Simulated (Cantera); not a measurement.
Input (Python, Cantera) and output of one run.

```python
import numpy as np
import cantera as ct

gas_names = """
    B BH BH2 BH3 BN B2 H H2 N NH NH2 NH3 N2 N2H2 N2H4
""".split()
cond_names = """
    B(b) B(L) BN(s)
""".split()


# ... load() reads the species with a 1 bar reference pressure and builds the phases ...
atoms = {
    'borazine': {'B': 3, 'N': 3, 'H': 6},
    'N2': {'N': 2},
}
top_T = {'BN(s)': 3200}  # K; cautious upper limits of use, not melting points


# ... equilibrate(T, P, feed) seeds the gas with the atoms and calls Mixture.equilibrate('TP', solver="vcs", rtol=1e-11, max_steps=5000) ...
results = []
feed = {'borazine': 1, 'N2': 4.2}  # mol
T = 1898.15  # K
P = 39  # Pa
mix = equilibrate(T, P, feed)
results.append((T, P, feed, dict(zip(mix.species_names, mix.species_moles))))
x = sorted(zip(gas.X, gas.species_names), reverse=True)
print(f"T = {T:g} K  P = {P:g} Pa  gas = {mix.phase_moles(0):.4g} mol")
print("   x: " + "  ".join(f"{s} {v:.3e}" for v, s in x if v > 1e-05))
print("   condensed (mol): " + ("  ".join(f"{mix.phase(i).name} {mix.phase_moles(i):.4g}"
      for i in range(1, mix.n_phases) if mix.phase_moles(i) > 1e-12) or "none"))
```

Output:

```
T = 1898.15 K  P = 39 Pa  gas = 7.292 mol
   x: N2 5.760e-01  H2 3.989e-01  H 2.503e-02  BH2 3.271e-05  B 1.858e-05
   condensed (mol): BN(s) 3
```

Cantera equilibrium calculation (NASA polynomials, part measured and part estimated; ideal gas, pure solids and liquids). The feed counts by its element totals alone. The tables' values for BH2 are old estimates; treat these amounts as uncertain.
